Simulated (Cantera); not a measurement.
Input: 1 mol SiH₄, 0.06 mol C₂H₄, 440 mol H₂, equilibrated at 2423 K and 0.0120 bar.

These are equilibrium values from Cantera (NASA tables, ideal gas, pure condensed phases), not measurements of a reactor. Candidate condensed phases: C, C₆H₆, C₇H₈, C₈H₁₈, Si, SiC; 87 gas species. Rates play no part.

Base state: H₂ 0.849, H 0.149, Si 0.00201, C₂H₂ (acetylene) 0.000115, SiH 6.05e-5 (mole fractions); condensed: gas only.

Q: What changes in the equilibrium state with this change: pressure from 0.0120 bar to 0.120 bar?

A: 
```json
[
 {"species": "H₂", "before": "0.849", "after": "0.948"},
 {"species": "H", "before": "0.149", "after": "0.0498"},
 {"species": "Si", "before": "0.00201", "after": "0.00191"},
 {"species": "SiH", "before": "6.05e-5", "after": "0.000192"},
 {"species": "SiH₂", "before": "6.00e-6", "after": "6.36e-5"},
 {"species": "Si₂C", "before": "1.44e-6", "after": "1.23e-5"},
 {"species": "C₂H₂ (acetylene)", "before": "0.000115", "after": "0.000117"}
]
```
Gases not in the tables: Si₂H₆ and higher silanes.

Q: What changes in the equilibrium state with this change: 1.4 mol Cl₂ added?

A: 
```
species             before     after
----------------  --------  --------
H₂                   0.849     0.843
H                    0.149     0.149
HCl                      0   0.00517
Cl                       0  0.000649
Si                 0.00201   0.00200
SiH                6.05e-5   5.99e-5
C₂H₂ (acetylene)  0.000115  0.000115
```

Q: What changes in the equilibrium state with this change: SiH₄ replaced by SiCl₄?

A: 
```tsv
species	before	after
H₂	0.849	0.841
H	0.149	0.148
HCl	0	0.00741
Cl	0	0.000931
Si	0.00201	0.00200
SiH	6.05e-5	5.99e-5
C₂H₂ (acetylene)	0.000115	0.000115
```
